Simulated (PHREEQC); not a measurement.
# Reverse-osmosis permeate

A made-up water analysis in mg/kgw, 25 °C, pH 6.31, pe 0.4:

```csv
constituent,mg/kgw
Na,0.293
K,2.87
Ca,3.02
Mg,0.213
Cl,1.94
S(6) as SO4,8.05
Alkalinity as HCO3,2.29
Fe(2),0.35
B,0.0121
Si as SiO2,0.0693
Sr,0.0789
```

Valence states are taken as typed.

Computed with PHREEQC (ion-association model, wateq4f.dat).

```
Property                        Result
--------------------  ----------------
ionic strength        0.000435 mol/kgw
charge-balance error             1.7 %
```

```tsv
species	molality	activity	log γ
SO4-2	8.25e-5	7.51e-5	-0.041
Ca+2	7.43e-5	6.76e-5	-0.041
K+	7.34e-5	7.16e-5	-0.010
Cl-	5.47e-5	5.34e-5	-0.010
CO2	4.08e-5	4.08e-5	0.000
HCO3-	3.79e-5	3.70e-5	-0.010
Na+	1.27e-5	1.24e-5	-0.010
Mg+2	8.62e-6	7.85e-6	-0.041
Fe+2	6.17e-6	5.61e-6	-0.041
H4SiO4	1.15e-6	1.15e-6	0.000
H3BO3	1.12e-6	1.12e-6	0.000
CaSO4	1.01e-6	1.01e-6	0.000
Sr+2	8.88e-7	8.08e-7	-0.041
H+	5.01e-7	4.90e-7	-0.010
```

No solid was allowed to form. Species that the database lacks are ignored.
